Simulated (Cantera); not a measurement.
Cantera run, input and output.

```python
import numpy as np
import cantera as ct

surf = ct.Interface("diamond.yaml", "diamond_100")
gas, bulk = surf.adjacent["gas"], surf.adjacent["diamond"]
k = surf.kinetics_species_index(bulk.species_names[0])
cover = ["c6HH", "c6H*", "c6*H", "c6**", "c6HM", "c6B"]

rows, drift = [], 0.0
print(f"{'P':>10s}{'um/h':>11s}" + "".join(f"{s:>11s}" for s in cover))
for v in [460, 720, 1100, 1700, 2700, 4200, 6500, 10000]:
    T, P, xH, xCH3 = 1250, v, 0.00055, 9e-05
    gas.TPX = T, P, {"H": xH, "CH3": xCH3, "CH4": 0.013, "H2": 1 - xH - xCH3 - 0.013}
    surf.TP = bulk.TP = T, P
    surf.coverages = "c6H*:0.1, c6HH:0.9"
    surf.advance_coverages(100.0)
    before = surf.coverages
    surf.advance_coverages(100.0)
    drift = max(drift, np.max(np.abs(surf.coverages - before) / (surf.coverages + 1e-9)))
    rate = surf.net_production_rates[k] * bulk.mean_molecular_weight / bulk.density * 3.6e9
    rows.append([rate, *surf[cover].coverages])
    print(f"{v:10.4g}{rate:11.4e}" + "".join(f"{x:11.3e}" for x in rows[-1][1:]))
```

Output:

```
         P       um/h       c6HH       c6H*       c6*H       c6**       c6HM        c6B
       460 1.3357e-02  4.686e-01  4.036e-02  4.704e-01  1.987e-02  3.764e-05  3.624e-11
       720 2.5199e-02  4.686e-01  4.035e-02  4.702e-01  1.982e-02  6.083e-05  6.838e-11
      1100 4.4369e-02  4.686e-01  4.034e-02  4.701e-01  1.977e-02  9.528e-05  1.204e-10
      1700 7.7349e-02  4.686e-01  4.033e-02  4.700e-01  1.974e-02  1.501e-04  2.099e-10
      2700 1.3757e-01  4.685e-01  4.032e-02  4.699e-01  1.971e-02  2.416e-04  3.733e-10
      4200 2.3831e-01  4.684e-01  4.031e-02  4.698e-01  1.968e-02  3.780e-04  6.467e-10
      6500 4.1524e-01  4.683e-01  4.030e-02  4.696e-01  1.966e-02  5.846e-04  1.127e-09
     1e+04 7.3437e-01  4.680e-01  4.028e-02  4.693e-01  1.964e-02  8.930e-04  1.993e-09
```

Model: the Harris–Goodwin 1993 mechanism for the reconstructed diamond (100) surface, integrated in Cantera.
